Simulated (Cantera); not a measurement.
# Diamond growth

A diamond (100) surface in a fixed gas of H2 with x(CH4) = 0.0025, x(CH3) = 0.00022, at 1025 K, 2600 Pa; coverages are run to steady state.

Computed with Cantera and the Harris–Goodwin 1993 mechanism for the reconstructed diamond (100) surface.

```json
[
 {"x(H)": "0.0001", "growth (µm/h)": "0.296", "θ c6HH": "0.544", "θ c6H*": "0.0162", "θ c6*H": "0.309", "θ c6**": "0.00366", "θ c6HM": "0.0882"},
 {"x(H)": "0.00025", "growth (µm/h)": "0.705", "θ c6HH": "0.523", "θ c6H*": "0.0173", "θ c6*H": "0.330", "θ c6**": "0.00612", "θ c6HM": "0.0865"},
 {"x(H)": "0.00062", "growth (µm/h)": "1.38", "θ c6HH": "0.527", "θ c6H*": "0.0182", "θ c6*H": "0.348", "θ c6**": "0.00833", "θ c6HM": "0.0697"},
 {"x(H)": "0.0016", "growth (µm/h)": "2.19", "θ c6HH": "0.543", "θ c6H*": "0.0192", "θ c6*H": "0.367", "θ c6**": "0.00997", "θ c6HM": "0.0434"},
 {"x(H)": "0.0039", "growth (µm/h)": "2.78", "θ c6HH": "0.557", "θ c6H*": "0.0199", "θ c6*H": "0.380", "θ c6**": "0.0109", "θ c6HM": "0.0227"},
 {"x(H)": "0.0096", "growth (µm/h)": "3.12", "θ c6HH": "0.566", "θ c6H*": "0.0203", "θ c6*H": "0.387", "θ c6**": "0.0114", "θ c6HM": "0.0104"},
 {"x(H)": "0.024", "growth (µm/h)": "3.29", "θ c6HH": "0.571", "θ c6H*": "0.0206", "θ c6*H": "0.391", "θ c6**": "0.0116", "θ c6HM": "0.00438"},
 {"x(H)": "0.06", "growth (µm/h)": "3.36", "θ c6HH": "0.573", "θ c6H*": "0.0209", "θ c6*H": "0.392", "θ c6**": "0.0117", "θ c6HM": "0.00179"},
 {"x(H)": "0.15", "growth (µm/h)": "3.40", "θ c6HH": "0.573", "θ c6H*": "0.0214", "θ c6*H": "0.392", "θ c6**": "0.0118", "θ c6HM": "0.000725"}
]
```
θ: site fractions in the mechanism's names (c6HH fully hydrogenated, c6H* and c6*H radical sites, c6** diradical, c6HM methylated).
